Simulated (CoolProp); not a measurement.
A Linde-Hampson liquefier for dry air: isothermal reversible compression at 290 K from 1 atm to 15 MPa, throttling to 1 atm, return gas leaving the recuperator 0 K below the feed. Each further row changes one setting.

The numbers come from the reference Helmholtz-energy equation of state, Lemmon 2000 in CoolProp. It is a pseudo-pure fit of the blend.

```tsv
case	liquid yield per pass	compression work (kJ/kg of gas)
as stated	0.073	413
high pressure 30 MPa	0.109	___
warm-end temperature 320 K	___	459
warm-end gap 5 K	___	413
```

### Question
Fill in the missing entries.

### Answer

- high pressure 30 MPa, compression work (kJ/kg of gas): 473
- warm-end temperature 320 K, liquid yield per pass: 0.054
- warm-end gap 5 K, liquid yield per pass: 0.062
